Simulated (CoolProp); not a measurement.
The numbers come from the reference Helmholtz-energy equation of state, Tillner-Roth 1997 in CoolProp.

Q: Give the vapour pressure (kPa), liquid density (kg/m³), vapour density (kg/m³), liquid cp (kJ/(kg K)) of saturated CH2F2 (R32) at 4.45, 6.65 °C.

A: 
| T (°C) | p (kPa) | liquid density (kg/m³) | vapour density (kg/m³) | liquid cp (kJ/(kg K)) |
|---|---|---|---|---|
| 4.45 | 935 | 1040 | 25.4 | 1.77 |
| 6.65 | 1000 | 1030 | 27.3 | 1.78 |
